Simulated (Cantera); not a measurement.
# Adiabatic ignition

An adiabatic, constant-volume homogeneous reactor starts with CH3OH : O2 : N2 = 1 : 1.52 : 4.39 (molar parts), equivalence ratio 0.99, at 1800 K and 0.560 bar.

Computed with Cantera and GRI-Mech 3.0 (53 species, 325 reactions). GRI-Mech 3.0 was tuned for natural gas; its chemistry of methanol as a main component is partial and can be far from experiment.

| t (s) | T (K) | P (bar) | x CH3OH | x O2 | x CH4 | x HCN | x HCO | x NO | x C2H6 |
|---|---|---|---|---|---|---|---|---|---|
| 2.00e-6 | 1800 | 0.560 | 0.144 | 0.219 | 1.44e-5 | 1.05e-11 | 1.62e-7 | 7.88e-12 | 2.53e-8 |
| 5.90e-6 | 1801 | 0.561 | 0.142 | 0.218 | 0.000100 | 4.39e-11 | 1.35e-6 | 3.89e-11 | 3.49e-7 |
| 1.74e-5 | 1834 | 0.578 | 0.125 | 0.208 | 0.000408 | 3.74e-10 | 3.11e-5 | 3.27e-10 | 1.03e-6 |
| 5.14e-5 | 2723 | 1.02 | <1e-12 | 0.0442 | <1e-12 | 1.26e-10 | 1.58e-7 | 0.000179 | <1e-12 |
| 0.000152 | 2947 | 1.08 | <1e-12 | 0.0399 | <1e-12 | 1.13e-9 | 1.50e-7 | 0.00248 | <1e-12 |
| 0.000447 | 2950 | 1.08 | <1e-12 | 0.0375 | <1e-12 | 2.68e-9 | 1.50e-7 | 0.00891 | <1e-12 |
| 0.00132 | 2945 | 1.08 | <1e-12 | 0.0356 | <1e-12 | 3.98e-9 | 1.49e-7 | 0.0146 | <1e-12 |
| 0.00389 | 2945 | 1.08 | <1e-12 | 0.0354 | <1e-12 | 4.11e-9 | 1.49e-7 | 0.0151 | <1e-12 |
| 0.0115 | 2945 | 1.08 | <1e-12 | 0.0354 | <1e-12 | 4.11e-9 | 1.49e-7 | 0.0151 | <1e-12 |
| 0.0339 | 2945 | 1.08 | <1e-12 | 0.0354 | <1e-12 | 4.11e-9 | 1.49e-7 | 0.0151 | <1e-12 |
| 0.100 | 2945 | 1.08 | <1e-12 | 0.0354 | <1e-12 | 4.11e-9 | 1.49e-7 | 0.0151 | <1e-12 |
x: mole fraction; the columns are a selection and need not sum to one.

```yaml
time_of_steepest_temperature_rise: 33.2 µs
temperature at 0.100 s: 2945 K
equilibrium_temperature: 2945 K
x(CH3OH) at 0.100 s: <1e-12 (gas-phase equilibrium <1e-12)
x(O2) at 0.100 s: 0.0354 (gas-phase equilibrium 0.0354)
x(CH4) at 0.100 s: <1e-12 (gas-phase equilibrium <1e-12)
```
